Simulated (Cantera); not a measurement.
Cantera run:

```python
import numpy as np
import cantera as ct

gas_names = [...]  # 110 gases of nasa_gas.yaml made of C, F, H
cond_names = """
    C(gr) C6H6(L) C7H8(L) C8H18(L),n-octa
""".split()


# ... load() reads the species with a 1 bar reference pressure and builds the phases ...
atoms = {
    'C2F6': {'C': 2, 'F': 6},
    'H2': {'H': 2},
}
top_T = {'C(gr)': 4500}  # K; cautious upper limits of use, not melting points


# ... equilibrate(T, P, feed) seeds the gas with the atoms and calls Mixture.equilibrate('TP', solver="vcs", rtol=1e-11, max_steps=5000) ...
results = []
feed = {'C2F6': 1, 'H2': 7.5}  # mol
P = 28  # Pa
for T in [3000, 3250, 3500, 3750, 4000, 4250, 4500, 4750, 5000]:
    mix = equilibrate(T, P, feed)
    results.append((T, P, feed, dict(zip(mix.species_names, mix.species_moles))))
    x = sorted(zip(gas.X, gas.species_names), reverse=True)
    print(f"T = {T:g} K  P = {P:g} Pa  gas = {mix.phase_moles(0):.4g} mol")
    print("   x: " + "  ".join(f"{s} {v:.3e}" for v, s in x if v > 1e-06))
    print("   condensed (mol): " + ("  ".join(f"{mix.phase(i).name} {mix.phase_moles(i):.4g}"
          for i in range(1, mix.n_phases) if mix.phase_moles(i) > 1e-12) or "none"))
```

Output:

```
T = 3000 K  P = 28 Pa  gas = 19.01 mol
   x: H 6.156e-01  HF 1.644e-01  F 1.471e-01  C 4.292e-02  C3 1.486e-02  C2 6.365e-03  H2 4.256e-03  CF 4.037e-03  C2H 3.701e-04  CH 2.104e-05  C5 1.529e-05  C2H2,acetylene 1.489e-05  C4 1.191e-05  CF2 8.693e-06
   condensed (mol): none
T = 3250 K  P = 28 Pa  gas = 21.86 mol
   x: H 6.412e-01  F 2.298e-01  C 7.847e-02  HF 4.256e-02  C2 3.226e-03  CF 2.068e-03  C3 1.461e-03  H2 1.117e-03  C2H 4.339e-05  CH 1.348e-05  Electron 1.995e-06  CF+ 1.877e-06  CF2 1.382e-06
   condensed (mol): none
T = 3500 K  P = 28 Pa  gas = 22.74 mol
   x: H 6.492e-01  F 2.535e-01  C 8.569e-02  HF 9.807e-03  C2 7.630e-04  CF 5.696e-04  H2 3.385e-04  C3 5.501e-05  CH 5.858e-06  Electron 4.344e-06  CF+ 2.985e-06  C2H 2.863e-06  C+ 1.363e-06
   condensed (mol): none
T = 3750 K  P = 28 Pa  gas = 22.93 mol
   x: H 6.514e-01  F 2.589e-01  C 8.665e-02  HF 2.552e-03  C2 1.918e-04  CF 1.634e-04  H2 1.182e-04  Electron 1.093e-05  C+ 7.821e-06  CF+ 3.087e-06  CH 2.645e-06  C3 2.631e-06
   condensed (mol): none
T = 4000 K  P = 28 Pa  gas = 22.98 mol
   x: H 6.519e-01  F 2.603e-01  C 8.684e-02  HF 7.720e-04  C2 5.640e-05  CF 5.351e-05  H2 4.683e-05  Electron 3.113e-05  C+ 2.848e-05  CF+ 2.472e-06  CH 1.306e-06
   condensed (mol): none
T = 4250 K  P = 28 Pa  gas = 22.99 mol
   x: H 6.520e-01  F 2.606e-01  C 8.683e-02  HF 2.674e-04  Electron 8.516e-05  C+ 8.249e-05  H2 2.064e-05  CF 1.985e-05  C2 1.907e-05  CF+ 1.874e-06
   condensed (mol): none
T = 4500 K  P = 28 Pa  gas = 23 mol
   x: H 6.520e-01  F 2.607e-01  C 8.672e-02  Electron 2.131e-04  C+ 2.088e-04  HF 1.039e-04  H2 9.955e-06  CF 8.187e-06  C2 7.246e-06  H+ 2.903e-06  CF+ 1.437e-06
   condensed (mol): none
T = 4750 K  P = 28 Pa  gas = 23.01 mol
   x: H 6.518e-01  F 2.607e-01  C 8.643e-02  Electron 4.881e-04  C+ 4.778e-04  HF 4.451e-05  H+ 9.187e-06  H2 5.179e-06  CF 3.692e-06  C2 3.035e-06  CF+ 1.129e-06
   condensed (mol): none
T = 5000 K  P = 28 Pa  gas = 23.02 mol
   x: H 6.515e-01  F 2.606e-01  C 8.586e-02  Electron 1.032e-03  C+ 1.005e-03  H+ 2.598e-05  HF 2.072e-05  H2 2.873e-06  CF 1.793e-06  C2 1.376e-06
   condensed (mol): none
```

These are equilibrium values from Cantera (NASA tables, ideal gas, pure condensed phases), not measurements of a reactor. The feed counts by its element totals alone.
